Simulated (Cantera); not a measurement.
Feed: 1 mol B₂O₃, 2.7 mol H₂O, 2.4 mol N₂, equilibrated at 2100 °C and 0.450 bar.

Equilibrium computed with Cantera from the NASA thermochemical tables; the gas is ideal and each condensed phase is pure. Candidate condensed phases: B, BN, B₂O₃, B₃O₃H₃, H₂O; 39 gas species. Equilibrium is a limit: real reactors are often held back by kinetics, nucleation or transport.

Base state: N₂ 0.386, H₂O 0.289, HBO₂ 0.243, B₂O₃ 0.0353, H₂ 0.0188, BO₂ 0.00788, OH 0.00780, O₂ 0.00507 (mole fractions); condensed: gas only.

**Question.** What changes in the equilibrium state with this change: pressure from 0.450 bar to 1.00 bar?

**Answer.** 
| species | before | after |
|---|---|---|
| N₂ | 0.386 | 0.388 |
| H₂O | 0.289 | 0.295 |
| HBO₂ | 0.243 | 0.246 |
| H₂ | 0.0188 | 0.0148 |
| B₂O₃ | 0.0353 | 0.0355 |
| O | 0.000796 | 0.000466 |
| BO | 0.000421 | 0.000248 |
| H | 0.00286 | 0.00170 |
